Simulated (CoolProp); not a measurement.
Vapour-liquid equilibrium of n-hexane (1) + p-xylene (2) at 0.225 MPa; x and y are mole fractions of (1).

The numbers come from the multi-fluid Helmholtz-energy mixture model, Thol 2019 and Zhou 2012; pair parameters Bell 2016 in CoolProp.

**Question.** Give the bubble temperature and the first vapour's composition at x = 0.25, 0.35, 0.85. Is there an azeotrope?

**Answer.** x = 0.25: 135.6 °C, y = 0.661; x = 0.35: 127.1 °C, y = 0.761; x = 0.85: 101.8 °C, y = 0.968. No azeotrope shows between x = 0.05 and 0.95.

Pair parameters are fitted to limited data, so mixtures are less certain than the pure fluids.
